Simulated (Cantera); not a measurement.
Dilute partial oxidation

An isothermal, constant-pressure homogeneous reactor starts with CH4 : O2 : N2 = 0.0064 : 0.0038 : 1 (molar parts), equivalence ratio 3.4, at 1225 K and 13.8 atm.

Cantera simulation using GRI-Mech 3.0 (53 species, 325 reactions); the numbers are that mechanism's predictions, not measurements. The pressure lies above the range GRI-Mech 3.0 was tuned for (to about 10 atm).

```
t (s)       x CH4     x O2    x C2H2       x O    x C2H4      x NO
--------  -------  -------  --------  --------  --------  --------
2.00e-6   0.00634  0.00376    <1e-12    <1e-12    <1e-12    <1e-12
9.28e-6   0.00634  0.00376    <1e-12    <1e-12    <1e-12    <1e-12
4.31e-5   0.00634  0.00376    <1e-12    <1e-12    <1e-12    <1e-12
0.000200  0.00634  0.00376    <1e-12  1.91e-12    <1e-12    <1e-12
0.000928  0.00634  0.00376    <1e-12  6.70e-12  2.60e-11    <1e-12
0.00431   0.00633  0.00376    <1e-12  1.85e-11   2.56e-9    <1e-12
0.0200    0.00633  0.00376  2.32e-11  2.35e-11   3.39e-8    <1e-12
0.0928    0.00630  0.00374   2.01e-9  4.75e-11   6.32e-7    <1e-12
0.431     0.00586  0.00347   1.09e-6  3.31e-10   4.93e-5  1.26e-12
2.00      0.00272  4.10e-5  0.000206  1.63e-11  0.000149  1.56e-10
9.28      0.00268  4.64e-7  0.000271    <1e-12   9.17e-5  3.27e-11
43.1      0.00259   <1e-12  0.000300    <1e-12  0.000105    <1e-12
200       0.00235   <1e-12  0.000367    <1e-12  0.000153    <1e-12
```
x: mole fraction; the columns are a selection and need not sum to one.

Equilibrium at this temperature and pressure: CH4 5.37e-7, O2 <1e-12, C2H2 <1e-12, O <1e-12, C2H4 1.20e-12, NO <1e-12 (gas phase only).
